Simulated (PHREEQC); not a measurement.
A solution holds 0.0031 mol/kgw CaSO4, 4.8e-05 mol/kgw CO2 and 0.031 mol/kgw KCl, at 20 °C. Closed to the air; pH follows from the charge balance.

Equilibrium calculation in PHREEQC: ion-association model, phreeqc.dat.

Each row changes one thing in this solution. Precipitation was switched off in this run.

| case | pH | ionic strength (mol/kgw) |
|---|---|---|
| as made | 5.39 | 0.0417 |
| temperature from 20 to 60 °C | 5.37 | 0.0413 |
| CaSO4 left out | 5.37 | 0.0310 |
| CO2 left out | 7.09 | 0.0417 |
| KCl left out | 5.40 | 0.0104 |
| KCl from 0.031 to 0.062 mol/kgw | 5.38 | 0.0727 |
| temperature from 20 to 5 °C | 5.45 | 0.0419 |
| CaSO4 from 0.0031 to 0.00062 mol/kgw | 5.37 | 0.0333 |
| KCl replaced by K2HPO4 at the same molality | 8.35 | 0.0918 |

Species that the database lacks are ignored. Some of these states are supersaturated (in Hydroxyapatite, for instance). Away from 25 °C the constants follow the database's enthalpies or fits; those with neither stay at their 25 °C values.
